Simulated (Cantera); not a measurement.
Input: 1 mol AlN, 3 mol H2O, 2.6 mol N2, held at 1973 K and 29.0 Pa.

Method: chemical equilibrium by Gibbs-energy minimisation in Cantera with the NASA 1993 tables (ideal gas, pure condensed phases). Candidate condensed phases: Al, AlN, Al2O3, H2O; 35 gas species. Kinetics and transport are ignored.

Base state: N2 0.497, H2O 0.236, H2 0.225, H 0.0376, OH 0.00374, O 0.000460, O2 0.000209, NO 0.000178 (mole fractions); condensed: Al2O3(s).

Problem. What changes in the equilibrium state with this change: temperature from 1973 K to 1125 K?

Solution. 
```
species          before    after
-------------  --------  -------
N2                0.497    0.508
H2                0.225    0.246
H2O               0.236    0.246
H                0.0376  1.29e-6
OH              0.00374  6.74e-9
O              0.000460    <1e-9
O2             0.000209    <1e-9
NO             0.000178    <1e-9
Al2O3(s), mol     0.500    0.500
```
